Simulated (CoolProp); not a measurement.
Vapour-liquid equilibrium of dimethyl carbonate (1) + n-heptane (2) at 0.482 MPa; x and y are mole fractions of (1).

Model: multi-fluid Helmholtz-energy mixture model, Zhou 2011 and Span 2003; pair parameters Bell 2016, in CoolProp.

| x | bubble temperature, mixture model (K) | bubble temperature, Raoult's law (K) | y, mixture model | y, Raoult's law |
|---|---|---|---|---|
| 0.05 | 430.3 | 434.4 | 0.126 | 0.066 |
| 0.125 | 424.8 | 433.2 | 0.266 | 0.161 |
| 0.2 | 421.0 | 432.0 | 0.364 | 0.252 |
| 0.275 | 418.3 | 430.9 | 0.437 | 0.338 |
| 0.35 | 416.5 | 429.8 | 0.492 | 0.420 |
| 0.425 | 415.3 | 428.7 | 0.537 | 0.498 |
| 0.5 | 414.5 | 427.7 | 0.575 | 0.573 |
| 0.575 | 414.1 | 426.7 | 0.611 | 0.645 |
| 0.65 | 414.0 | 425.7 | 0.646 | 0.714 |
| 0.725 | 414.2 | 424.7 | 0.686 | 0.779 |
| 0.8 | 414.8 | 423.8 | 0.735 | 0.843 |
| 0.875 | 416.2 | 422.9 | 0.801 | 0.904 |
| 0.95 | 418.7 | 422.1 | 0.901 | 0.962 |

The largest gap from Raoult's law is -13.4 K in bubble temperature, at x = 0.425. y crosses x between x = 0.575 and 0.65: the model has an azeotrope there.

Pair parameters are fitted to limited data, so mixtures are less certain than the pure fluids.
